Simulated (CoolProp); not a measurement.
The numbers come from the reference Helmholtz-energy equation of state, Thol 2022 in CoolProp.

Problem. For vinyl chloride, give the phase and the density (kg/m³), cp (kJ/(kg K)), speed of sound (m/s), expansivity (1/kK) at 353.9 K and 5.28 MPa; 369.1 K and 5.28 MPa; 414.8 K and 5.28 MPa.

Solution. 
- 353.9 K and 5.28 MPa: liquid; density 799, cp 1.67, speed of sound 640, expansivity 2.83
- 369.1 K and 5.28 MPa: liquid; density 763, cp 1.75, speed of sound 564, expansivity 3.35
- 414.8 K and 5.28 MPa: liquid; density 581, cp 3.20, speed of sound 273, expansivity 14.1
